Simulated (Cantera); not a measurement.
A closed system holds: 1 mol (CH3)2SiCl2, 0.06 mol CH4, 730 mol H2, at 0.430 bar.

Equilibrium computed with Cantera from the NASA thermochemical tables; the gas is ideal and each condensed phase is pure. Candidate condensed phases: C, C6H6, C7H8, C8H18, Si, SiC; 109 gas species. The feed counts by its element totals alone. Gases not in the tables: Si2H6 and higher silanes. Kinetics and transport are ignored.

Problem. Which condensed phases are stable at each of these points (T (°C)): 727, 877, 1027, 1177, 1327, 1477, 1627, 1777?

Solution. 
```tsv
T (°C)	condensed phases	Si condensed (%)
727	SiC(s)	99.6
877	SiC(s)	100.0
1027	SiC(s)	100.0
1177	C(graphite) + SiC(s)	100.0
1327	C(graphite) + SiC(s)	100.0
1477	C(graphite) + SiC(s)	99.9
1627	C(graphite) + SiC(s)	99.6
1777	SiC(s)	97.4
```

From 727 °C to 1027 °C the condensed part is SiC(s). From 1177 °C to 1627 °C the condensed part is C(graphite) + SiC(s). At 1777 °C the condensed part is SiC(s).
